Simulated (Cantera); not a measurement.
What does this Cantera script print?

```python
import numpy as np
import cantera as ct

gas = ct.Solution("gri30.yaml")
gas.TPX = 1350, 67000, {'N2O': 1}
reactor = ct.IdealGasConstPressureReactor(gas, energy="off", clone=False)
net = ct.ReactorNet([reactor])
net.rtol, net.atol = 1e-08, 1e-18
show = ['N2O', 'NO', 'N2', 'O2', 'O', 'NO2']
times = np.geomspace(0.0002, 1, 12)

steps = ct.SolutionArray(gas, extra=["t"])
rows = []
print(f"{'t/s':>10s}{'T/K':>9s}{'P/Pa':>11s}" + "".join(f"{s:>11s}" for s in show))
for t in times:
    while net.time < t:
        t_next = net.step()
        steps.append(gas.state, t=t_next)
    rows.append([np.interp(t, steps.t, y) for y in (steps.T, steps.P, *steps(*show).X.T)])
    print(f"{t:10.3e}{rows[-1][0]:9.1f}{rows[-1][1]:11.4g}" + "".join(f"{x:11.3e}" for x in rows[-1][2:]))
rate = np.gradient(steps.T, steps.t)
print("integrator steps:", len(steps.t))
if steps.T.max() > steps.T[0] + 200:
    print(f"time of steepest temperature rise: {steps.t[rate.argmax()]:.4e} s")
gas.TPX = 1350, 67000, {'N2O': 1}
gas.equilibrate("TP")
print(f"equilibrium (TP): T = {gas.T:.1f} K  " + "  ".join(f"{s} {gas[s].X[0]:.3e}" for s in show))
```

Result:

```
       t/s      T/K       P/Pa        N2O         NO         N2         O2          O        NO2
 2.000e-04   1350.0    6.7e+04  9.985e-01  1.661e-04  8.944e-04  3.988e-04  1.381e-05  3.177e-08
 4.338e-04   1350.0    6.7e+04  9.968e-01  3.652e-04  1.951e-03  8.772e-04  1.381e-05  1.498e-07
 9.410e-04   1350.0    6.7e+04  9.930e-01  7.952e-04  4.234e-03  1.911e-03  1.381e-05  6.728e-07
 2.041e-03   1350.0    6.7e+04  9.850e-01  1.719e-03  9.146e-03  4.134e-03  1.379e-05  2.808e-06
 4.427e-03   1350.0    6.7e+04  9.678e-01  3.682e-03  1.961e-02  8.870e-03  1.375e-05  1.035e-05
 9.602e-03   1350.0    6.7e+04  9.320e-01  7.761e-03  4.145e-02  1.875e-02  1.366e-05  3.157e-05
 2.083e-02   1350.0    6.7e+04  8.605e-01  1.586e-02  8.507e-02  3.851e-02  1.345e-05  7.803e-05
 4.518e-02   1350.0    6.7e+04  7.296e-01  3.047e-02  1.650e-01  7.475e-02  1.297e-05  1.632e-04
 9.799e-02   1350.0    6.7e+04  5.264e-01  5.242e-02  2.895e-01  1.314e-01  1.194e-05  2.926e-04
 2.125e-01   1350.0    6.7e+04  2.871e-01  7.612e-02  4.371e-01  1.992e-01  9.730e-06  4.358e-04
 4.610e-01   1350.0    6.7e+04  1.013e-01  9.026e-02  5.539e-01  2.540e-01  5.770e-06  5.301e-04
 1.000e+00   1350.0    6.7e+04  1.853e-02  9.257e-02  6.079e-01  2.804e-01  1.707e-06  5.875e-04
integrator steps: 788
equilibrium (TP): T = 1350.0 K  N2O 3.075e-08  NO 6.304e-04  N2 6.664e-01  O2 3.330e-01  O 2.994e-07  NO2 5.772e-06
```

Computed with Cantera and GRI-Mech 3.0 (53 species, 325 reactions). GRI-Mech 3.0 was tuned for natural gas; its chemistry of N2O as a main component is partial and can be far from experiment. The mechanism lacks the step 2 NO + O2 → 2 NO2, which can matter for NO2 below about 1400 K. The temperature is held fixed by assumption; the heat of reaction is taken as removed at once.
